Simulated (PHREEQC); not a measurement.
A solution holds 18 mmol/kgw HF and 150 mmol/kgw (CH3)4NF, at 90 °C. Closed to the air; pH follows from the charge balance.

All values are PHREEQC results (ion-association model, phreeqc.dat), not measurements.

Precipitation was switched off in this run.

Q: Order these F species by the share of F that they hold, largest first: F-, HF, HF2-.

A: F- (85 %), HF2- (7.9 %), HF (6.7 %)

The pH is 4.67 and the ionic strength 0.150 mol/kgw. (CH3)4N+ isn't in the database: it is added as a free cation with an ion size of 4 Å. Constants without temperature data keep their 25 °C values here.
